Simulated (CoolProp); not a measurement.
Vapour-liquid equilibrium of CF4 (R14) (1) + R13 (2) at 136.6 K; x and y are mole fractions of (1).

Computed with CoolProp (multi-fluid Helmholtz-energy mixture model, Platzer 1990 and Platzer 1990; pair parameters Bell 2016). This equation is an older, rougher fit; its heat capacities, sound speeds and derivatives of the liquid may be far off and weren't checked against measurements.

| x | bubble pressure, mixture model (MPa) | bubble pressure, Raoult's law (MPa) | y, mixture model | y, Raoult's law |
|---|---|---|---|---|
| 0.05 | ___ | 0.003890 | 0.791 | 0.686 |
| 0.15 | 0.01356 | 0.009100 | ___ | 0.880 |
| 0.25 | ___ | 0.01431 | 0.948 | 0.933 |
| 0.35 | ___ | 0.01952 | ___ | 0.957 |
| 0.45 | 0.02959 | 0.02473 | 0.972 | 0.971 |
| 0.55 | 0.03381 | 0.02994 | ___ | 0.981 |
| 0.65 | 0.03786 | 0.03515 | 0.984 | 0.987 |
| 0.75 | 0.04193 | 0.04036 | 0.989 | 0.992 |
| 0.85 | 0.04621 | 0.04557 | 0.993 | 0.996 |
| 0.95 | 0.05086 | 0.05078 | ___ | 0.999 |

Q: Complete the blanks.

A: 
- 0.05, bubble pressure, mixture model (MPa): 0.005880
- 0.15, y, mixture model: 0.917
- 0.25, bubble pressure, mixture model (MPa): 0.01978
- 0.35, bubble pressure, mixture model (MPa): 0.02500
- 0.35, y, mixture model: 0.963
- 0.55, y, mixture model: 0.979
- 0.95, y, mixture model: 0.998

The largest gap from Raoult's law is +51.2 % in bubble pressure, at x = 0.05. No azeotrope shows between x = 0.05 and 0.95.

Pair parameters are fitted to limited data, so mixtures are less certain than the pure fluids. With so large a gap from Raoult's law the liquid may split in two, which this calculation doesn't test in full.
